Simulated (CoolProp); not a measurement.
Vapour-liquid equilibrium of C2F6 (R116) (1) + R143a (2) at 255.8 K; x and y are mole fractions of (1).

The numbers come from the multi-fluid Helmholtz-energy mixture model, Lemmon 2006 and Lemmon and Jacobsen 2000; pair parameters Bell 2016 in CoolProp.

| x | bubble pressure, mixture model (kPa) | bubble pressure, Raoult's law (kPa) | y, mixture model | y, Raoult's law |
|---|---|---|---|---|
| 0.05 | 446.8 | 386.5 | 0.237 | 0.147 |
| 0.15 | 612.7 | 465.2 | 0.470 | 0.366 |
| 0.25 | 739.3 | 543.9 | 0.585 | 0.521 |
| 0.35 | 835.3 | 622.5 | 0.655 | 0.638 |
| 0.45 | 909.6 | 701.2 | 0.706 | 0.728 |
| 0.55 | 969.6 | 779.9 | 0.748 | 0.800 |
| 0.65 | 1021 | 858.6 | 0.788 | 0.858 |
| 0.75 | 1065 | 937.2 | 0.833 | 0.907 |
| 0.85 | 1103 | 1016 | 0.886 | 0.949 |
| 0.95 | 1128 | 1095 | 0.956 | 0.984 |

The largest gap from Raoult's law is +35.9 % in bubble pressure, at x = 0.25. No azeotrope shows between x = 0.05 and 0.95.

The pair parameters rest on a limited set of measurements; away from them the model extrapolates.
